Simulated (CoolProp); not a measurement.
A single-stage vapour-compression cycle with propylene: evaporating at 239.15 K (dew point), condensing at 277.15 K (bubble point), superheat 8 K, subcooling 2 K, compressor efficiency 0.8, no pressure losses. Each further row changes one setting.

The numbers come from the reference Helmholtz-energy equation of state, Lemmon 2013 in CoolProp.

| case | cooling COP | pressure ratio | discharge temperature (K) | refrigerating effect (kJ/kg) | volumetric capacity (kJ/m³) |
|---|---|---|---|---|---|
| as stated | 4.34 | 3.63 | 309.0 | 350 | 1360 |
| evaporating temperature 244.15 K | 5.20 | 2.99 | 305.1 | 355 | 1660 |
| condensing temperature 272.15 K | 5.11 | 3.13 | 301.7 | 362 | 1410 |
| subcooling 7 K | 4.49 | 3.63 | 309.0 | 362 | 1410 |
| superheat 18 K | 4.32 | 3.63 | 319.5 | 364 | 1360 |
| compressor efficiency 0.7 | 3.80 | 3.63 | 315.7 | 350 | 1360 |
